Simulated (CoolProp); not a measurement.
Vapour pressure (bar) of C3F8 (R218): the reference equation beside estimates from Tc = 71.9 °C, pc = 26.40 bar, ω = 0.317. Clausius-Clapeyron is anchored at -17.75 °C with a constant enthalpy of vaporisation of 18.38 kJ/mol.

Computed with CoolProp (reference Helmholtz-energy equation of state, Lemmon 2006). It is a short technical equation, of lower accuracy than the large ones.

| T (°C) | reference | Lee-Kesler | Clausius-Clapeyron | van der Waals | Redlich-Kwong | Soave-Redlich-Kwong | Peng-Robinson |
|---|---|---|---|---|---|---|---|
| -36.05 | 1.048 | 1.046 | 1.142 | 4.814 | 1.972 | 1.045 | 1.045 |
| -29.95 | 1.367 | 1.368 | 1.442 | 5.483 | 2.448 | 1.366 | 1.362 |
| -23.85 | 1.756 | 1.761 | 1.801 | 6.210 | 3.001 | 1.759 | 1.749 |
| -17.75 | 2.226 | 2.235 | 2.226 | 6.997 | 3.637 | 2.234 | 2.216 |
| -11.55 | 2.796 | 2.809 | 2.733 | 7.860 | 4.377 | 2.812 | 2.784 |
| -5.45 | 3.459 | 3.477 | 3.313 | 8.773 | 5.202 | 3.485 | 3.445 |
| 0.65 | 4.233 | 4.257 | 3.982 | 9.750 | 6.130 | 4.274 | 4.220 |
| 6.75 | 5.131 | 5.160 | 4.748 | 10.79 | 7.166 | 5.190 | 5.122 |
| 12.85 | 6.164 | 6.198 | 5.619 | 11.91 | 8.316 | 6.246 | 6.162 |
| 18.95 | 7.345 | 7.383 | 6.603 | 13.09 | 9.586 | 7.455 | 7.354 |
| 25.15 | 8.710 | 8.754 | 7.728 | 14.36 | 11.00 | 8.854 | 8.737 |
| 31.25 | 10.23 | 10.28 | 8.965 | 15.68 | 12.53 | 10.41 | 10.28 |
| 37.35 | 11.94 | 12.00 | 10.34 | 17.08 | 14.20 | 12.16 | 12.02 |
| 43.45 | 13.86 | 13.93 | 11.86 | 18.55 | 16.00 | 14.12 | 13.97 |
| 49.55 | 16.01 | 16.09 | 13.53 | 20.09 | 17.95 | 16.30 | 16.16 |

Absolute difference from the reference over all 15 rows, mean and median: Lee-Kesler 0.4 and 0.5 %, Clausius-Clapeyron 8.2 and 8.8 %, van der Waals 139.7 and 110.3 %, Redlich-Kwong 43.6 and 39.7 %, Soave-Redlich-Kwong 1.1 and 1.1 %, Peng-Robinson 0.4 and 0.4 %.
